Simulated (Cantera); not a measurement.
Charge: 1 mol Pb, 0.56 mol H2, at 0.370 bar.

Method: chemical equilibrium by Gibbs-energy minimisation in Cantera with the NASA 1993 tables (ideal gas, pure condensed phases). Candidate condensed phases: Pb; 4 gas species. Equilibrium is a limit: real reactors are often held back by kinetics, nucleation or transport.

**Question.** Which condensed phases are stable at each of these points (T (K)): 550, 650, 750, 850, 950, 1050, 1150, 1250, 1350, 1450?

**Answer.** 
```json
[
 {"T (K)": "550", "condensed phases": "Pb(s)", "Pb condensed (%)": "100.0"},
 {"T (K)": "650", "condensed phases": "Pb(l)", "Pb condensed (%)": "100.0"},
 {"T (K)": "750", "condensed phases": "Pb(l)", "Pb condensed (%)": "100.0"},
 {"T (K)": "850", "condensed phases": "Pb(l)", "Pb condensed (%)": "100.0"},
 {"T (K)": "950", "condensed phases": "Pb(l)", "Pb condensed (%)": "100.0"},
 {"T (K)": "1050", "condensed phases": "Pb(l)", "Pb condensed (%)": "100.0"},
 {"T (K)": "1150", "condensed phases": "Pb(l)", "Pb condensed (%)": "100.0"},
 {"T (K)": "1250", "condensed phases": "Pb(l)", "Pb condensed (%)": "99.8"},
 {"T (K)": "1350", "condensed phases": "Pb(l)", "Pb condensed (%)": "99.2"},
 {"T (K)": "1450", "condensed phases": "Pb(l)", "Pb condensed (%)": "97.6"}
]
```

At 550 K the condensed part is Pb(s). From 650 K to 1450 K the condensed part is Pb(l).
